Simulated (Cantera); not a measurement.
A freely propagating, adiabatic, planar premixed flame of CH₄ : C₂H₆ : O₂ : N₂ = 1 : 0.074 : 2.46 : 9.23 (molar parts), equivalence ratio 0.92, unburnt at 600 K and 1.00 atm; mixture-averaged transport, grid criteria slope 0.08 and curve 0.16, no radiation.

Model: GRI-Mech 3.0 (53 species, 325 reactions), integrated in Cantera. Burning velocities carry a grid error of a few per cent, more on coarse grids.

x: mole fraction of selected species; z is measured from the peak of heat release.

```json
[
 {"z (mm)": "-0.992", "T (K)": "600", "u (m/s)": "1.26", "x CH₄": "0.0783", "x C₂H₆": "0.00579", "x O₂": "0.193", "x O": "<1e-8", "x CO": "2.09e-6", "x CH₂CO": "<1e-8"},
 {"z (mm)": "-0.661", "T (K)": "601", "u (m/s)": "1.26", "x CH₄": "0.0781", "x C₂H₆": "0.00579", "x O₂": "0.192", "x O": "<1e-8", "x CO": "2.48e-5", "x CH₂CO": "1.02e-8"},
 {"z (mm)": "-0.496", "T (K)": "607", "u (m/s)": "1.28", "x CH₄": "0.0775", "x C₂H₆": "0.00577", "x O₂": "0.192", "x O": "<1e-8", "x CO": "0.000156", "x CH₂CO": "___"},
 {"z (mm)": "-0.331", "T (K)": "650", "u (m/s)": "1.37", "x CH₄": "0.0747", "x C₂H₆": "0.00567", "x O₂": "0.188", "x O": "7.39e-8", "x CO": "0.00126", "x CH₂CO": "___"},
 {"z (mm)": "-0.165", "T (K)": "978", "u (m/s)": "2.10", "x CH₄": "0.0560", "x C₂H₆": "0.00454", "x O₂": "0.161", "x O": "1.06e-5", "x CO": "0.0124", "x CH₂CO": "___"},
 {"z (mm)": "-0.0826", "T (K)": "1369", "u (m/s)": "2.97", "x CH₄": "0.0323", "x C₂H₆": "0.00221", "x O₂": "0.122", "x O": "0.000133", "x CO": "0.0293", "x CH₂CO": "___"},
 {"z (mm)": "0", "T (K)": "1750", "u (m/s)": "3.82", "x CH₄": "0.00834", "x C₂H₆": "0.000157", "x O₂": "0.0757", "x O": "0.00110", "x CO": "0.0471", "x CH₂CO": "___"},
 {"z (mm)": "0.0826", "T (K)": "1910", "u (m/s)": "4.18", "x CH₄": "0.000684", "x C₂H₆": "6.28e-7", "x O₂": "0.0479", "x O": "0.00369", "x CO": "0.0467", "x CH₂CO": "___"},
 {"z (mm)": "0.165", "T (K)": "1956", "u (m/s)": "4.26", "x CH₄": "2.94e-5", "x C₂H₆": "<1e-8", "x O₂": "0.0379", "x O": "0.00518", "x CO": "0.0382", "x CH₂CO": "___"},
 {"z (mm)": "0.331", "T (K)": "2010", "u (m/s)": "4.35", "x CH₄": "8.51e-8", "x C₂H₆": "<1e-8", "x O₂": "0.0324", "x O": "0.00530", "x CO": "0.0283", "x CH₂CO": "<1e-8"},
 {"z (mm)": "0.661", "T (K)": "2079", "u (m/s)": "4.48", "x CH₄": "<1e-8", "x C₂H₆": "<1e-8", "x O₂": "0.0291", "x O": "0.00442", "x CO": "0.0224", "x CH₂CO": "<1e-8"},
 {"z (mm)": "1.32", "T (K)": "2159", "u (m/s)": "4.63", "x CH₄": "<1e-8", "x C₂H₆": "<1e-8", "x O₂": "0.0263", "x O": "0.00316", "x CO": "0.0188", "x CH₂CO": "<1e-8"},
 {"z (mm)": "2.64", "T (K)": "2234", "u (m/s)": "4.77", "x CH₄": "<1e-8", "x C₂H₆": "<1e-8", "x O₂": "0.0235", "x O": "0.00203", "x CO": "0.0149", "x CH₂CO": "<1e-8"}
]
```

Question: Fill in the missing entries.

Answer: 
- -0.496, x CH₂CO: 1.08e-7
- -0.331, x CH₂CO: 1.67e-6
- -0.165, x CH₂CO: 4.41e-5
- -0.0826, x CH₂CO: 0.000155
- 0, x CH₂CO: 0.000169
- 0.0826, x CH₂CO: 2.99e-5
- 0.165, x CH₂CO: 1.66e-6
